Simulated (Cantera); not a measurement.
An isothermal, constant-pressure homogeneous reactor starts with CO : O₂ : H₂O : N₂ = 0.014 : 0.0072 : 0.0016 : 1 (molar parts), at 950 K and 1.30 bar. Integrator tolerance rtol = 1e-08.

Model: GRI-Mech 3.0 (53 species, 325 reactions), integrated in Cantera.

| quantity | before | after |
|---|---|---|
| x(CO) at 100 s | 0.00140 (gas-phase equilibrium 8.82e-12) | 8.95e-8 (gas-phase equilibrium 8.08e-8) |
| x(O₂) at 100 s | 0.000902 (gas-phase equilibrium 0.000197) | 0.000196 (gas-phase equilibrium 0.000191) |
| x(H₂O) at 100 s | 0.00156 (gas-phase equilibrium 0.00158) | 0.00158 (gas-phase equilibrium 0.00158) |
| x(H₂) at 100 s | 1.24e-5 (gas-phase equilibrium 1.81e-12) | 6.12e-9 (gas-phase equilibrium 5.55e-9) |
| x(NO₂) at 100 s | 2.93e-9 (gas-phase equilibrium 1.63e-9) | 1.16e-9 (gas-phase equilibrium 4.69e-9) |
| x(OH) at 100 s | 4.79e-9 (gas-phase equilibrium 8.48e-10) | 1.70e-7 (gas-phase equilibrium 1.60e-7) |

Q: Which change was made?
A. temperature 950 to 1275 K
B. O2 0.0072 to 0.01 parts
C. N2 1 to 9.1 parts
D. pressure from 1.30 bar to 3.00 bar

A: A, temperature 950 to 1275 K
